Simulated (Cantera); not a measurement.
Ignition delay

Mixture: 4.72 % CO, 4.53 % H₂, 2.41 % CH₄, 11.9 % O₂, 76.4 % N₂, equivalence ratio 0.79, at 0.987 atm, adiabatic and at constant volume. Ignition delay is the time to a rise of 400 K.

Model: GRI-Mech 3.0 (53 species, 325 reactions), integrated in Cantera. Where the delays flatten at high temperature, the 400 K rule measures the pace of heat release, not the induction time.

```json
[
 {"T0 (K)": "1248", "delay (ms)": "0.273"},
 {"T0 (K)": "1298", "delay (ms)": "0.194"},
 {"T0 (K)": "1348", "delay (ms)": "0.144"},
 {"T0 (K)": "1398", "delay (ms)": "0.111"},
 {"T0 (K)": "1448", "delay (ms)": "0.0881"},
 {"T0 (K)": "1498", "delay (ms)": "0.0715"}
]
```

| Quantity | Value |
|---|---|
| apparent activation energy between 1398 and 1498 K | 77 kJ/mol |
